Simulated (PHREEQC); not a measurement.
Solution (10 °C and 50 atm): 0.014 mol/kgw NaHSO4 and 0.13 mol/kgw NaF. Closed to the air; pH follows from the charge balance.

Equilibrium calculation in PHREEQC: ion-association model, phreeqc.dat.

- pH = 3.93
- ionic strength = 0.149 mol/kgw
- specific conductance = 8000 µS/cm
- density = 1.009 g/cm³
- total alkalinity = -14.0 meq/kg

| species | molality | activity | log γ |
|---|---|---|---|
| Na+ | 0.137 | 0.105 | -0.114 |
| F- | 0.108 | 0.0795 | -0.133 |
| SO4-2 | 0.0116 | 0.00387 | -0.476 |
| HF | 0.0102 | 0.0106 | 0.015 |
| NaF | 0.00456 | 0.00472 | 0.015 |
| HF2- | 0.00357 | 0.00273 | -0.116 |
| NaSO4- | 0.00237 | 0.00182 | -0.114 |
| H+ | 0.000146 | 0.000119 | -0.090 |
| HSO4- | 4.06e-5 | 3.11e-5 | -0.116 |

Precipitation was switched off in this run. Under pressure, the constants of complexes without a molar volume in the database are unreliable. Constants without temperature data keep their 25 °C values here.
